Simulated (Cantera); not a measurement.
A closed system holds: 1 mol CH₃OH, 0.73 mol H₂O, 0.47 mol CO₂, at 2175 K and 0.00140 bar.

Equilibrium computed with Cantera from the NASA thermochemical tables; the gas is ideal and each condensed phase is pure. Candidate condensed phases: C, C₆H₆, C₇H₈, C₈H₁₈, H₂O; 110 gas species. Kinetics and transport are ignored.

Base state: H₂ 0.352, CO 0.298, H₂O 0.228, H 0.0774, CO₂ 0.0371, OH 0.00673, O 0.00104, O₂ 0.000284 (mole fractions); condensed: gas only.

Task: What changes in the equilibrium state with this change: H₂O from 0.73 to 0.097 mol?

Result: 
```csv
species,before,after
H₂,0.352,0.394
CO,0.298,0.372
H₂O,0.228,0.125
CO₂,0.0371,0.0227
H,0.0774,0.0819
O₂,0.000284,6.83e-5
O,0.00104,0.000509
OH,0.00673,0.00349
```

Task: What changes in the equilibrium state with this change: CH₃OH replaced by C₃H₈?

Result: 
```tsv
species	before	after
H₂	0.352	0.646
CO	0.298	0.247
H	0.0774	0.105
H₂O	0.228	1.39e-8
CO₂	0.0371	1.02e-9
OH	0.00673	<1e-9
C₂H₂ (acetylene)	<1e-9	0.00144
O	0.00104	<1e-9
O₂	0.000284	<1e-9
C(graphite), mol	0	1.78
```
